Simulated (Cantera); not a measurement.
# NO annealing gas

An isothermal, constant-pressure homogeneous reactor starts with 15.4 % NO, 84.6 % N₂, at 2000 K and 1.58 atm.

Model: GRI-Mech 3.0 (53 species, 325 reactions), integrated in Cantera.

```tsv
t (s)	x NO	x O₂	x O	x N₂	x NO₂	x N₂O
1.00e-5	0.154	7.53e-10	3.86e-7	0.846	6.21e-8	4.32e-7
3.98e-5	0.154	1.03e-8	1.22e-6	0.846	6.51e-7	1.63e-6
0.000158	0.154	1.66e-7	4.24e-6	0.846	4.36e-6	5.27e-6
0.000631	0.154	5.13e-6	1.70e-5	0.846	2.15e-5	1.07e-5
0.00251	0.154	9.07e-5	2.90e-5	0.846	3.80e-5	1.17e-5
0.0100	0.153	0.000496	3.10e-5	0.847	4.05e-5	1.16e-5
0.0398	0.149	0.00212	3.75e-5	0.848	4.85e-5	1.11e-5
0.158	0.137	0.00851	5.63e-5	0.855	6.73e-5	9.24e-6
0.631	0.0943	0.0297	9.46e-5	0.876	7.90e-5	4.49e-6
2.51	0.0263	0.0637	0.000135	0.910	3.16e-5	6.65e-7
10.0	0.00528	0.0742	0.000145	0.920	6.84e-6	3.81e-7
```
x: mole fraction; the columns are a selection and need not sum to one.

Equilibrium at this temperature and pressure: NO 0.00495, O₂ 0.0744, O 0.000145, N₂ 0.921, NO₂ 6.41e-6, N₂O 3.80e-7 (gas phase only).
